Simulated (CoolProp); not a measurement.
Vapour-liquid equilibrium of n-heptane (1) + ethylbenzene (2) at 7.29 bar; x and y are mole fractions of (1).

Values from CoolProp's multi-fluid Helmholtz-energy mixture model, Span 2003 and Zhou 2012; pair parameters Bell 2016.

```csv
x,bubble temperature (°C),y at the bubble point,dew temperature at overall composition x (°C),liquid density (mol/L)
0.05,225.0,0.101,227.0,6.142
0.2,?,0.341,?,6.004
0.35,206.5,0.518,214.2,5.853
0.5,199.8,?,207.3,5.696
0.65,194.2,0.771,?,5.540
0.8,189.2,0.874,192.8,5.386
0.95,184.8,0.969,185.6,?
```

Task: Complete the blanks.

Result: 
- 0.2, bubble temperature (°C): 214.6
- 0.2, dew temperature at overall composition x (°C): 220.8
- 0.5, y at the bubble point: 0.656
- 0.65, dew temperature at overall composition x (°C): 200.1
- 0.95, liquid density (mol/L): 5.238

No azeotrope shows between x = 0.05 and 0.95.

Pair parameters are fitted to limited data, so mixtures are less certain than the pure fluids.
